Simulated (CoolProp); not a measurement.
Nitrogen at 298.15 K and 1.64 MPa flows at 7.9 m/s in a round tube of 6 mm bore and 15 µm roughness, fully developed (64/Re and Nu = 3.66 if laminar; Colebrook and Gnielinski if turbulent). Each further row changes one setting.

The numbers come from the reference Helmholtz-energy equation of state, Span 2000 in CoolProp.

```csv
case,Reynolds number,Darcy friction factor,pressure drop (Pa/m),heat-transfer coefficient (W/(m² K)),mass flow (kg/h)
as stated,48900,0.0277,2670,618,14.9
velocity 15.8 m/s,97700,0.0264,…,…,…
diameter 12 mm,97700,0.0230,…,513,59.8
```

### Question
Fill in the missing entries.

### Answer

- velocity 15.8 m/s, pressure drop (Pa/m): 10200
- velocity 15.8 m/s, heat-transfer coefficient (W/(m² K)): 1190
- velocity 15.8 m/s, mass flow (kg/h): 29.9
- diameter 12 mm, pressure drop (Pa/m): 1110

Viscosity comes from a separate model (Lemmon 2004). Thermal conductivity comes from a separate model (Lemmon 2004).
